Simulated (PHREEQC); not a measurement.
0.11 g of hydrous ferric oxide (600 m²/g; 0.2 weak and 0.005 strong sites per Fe, Dzombak-Morel constants, diffuse double layer) in 1 kg of water with 0.005 mol/kgw of an inert sodium salt and 1.9e-06 mol H3BO3 and 4.3e-07 mol MgCl2, at 25 °C; the pH is set by adding NaOH or the inert anion's acid. O2 is buffered at 0.21 atm. CO2 from the air is kept out. Precipitation was switched off in this run.

The numbers come from PHREEQC with the ion-association model, wateq4f.dat.

```csv
pH,B sorbed (%),Mg sorbed (%),surface charge σ (C/m²)
4,0.1,0.0,0.183
4.5,0.1,0.0,0.131
5,0.1,0.0,0.090
5.5,0.1,0.0,0.060
6,0.1,0.0,0.038
6.5,0.1,0.0,0.023
7,0.1,0.3,0.013
7.5,0.1,2.9,0.006
8,0.1,21.8,0.001
8.5,0.1,72.4,-0.004
9,0.0,96.1,-0.009
9.5,0.0,99.5,-0.018
10,0.0,99.9,-0.030
10.5,0.0,100.0,-0.050
11,0.0,100.0,-0.081
11.5,0.0,100.0,-0.131
12,0.0,100.0,-0.214
```
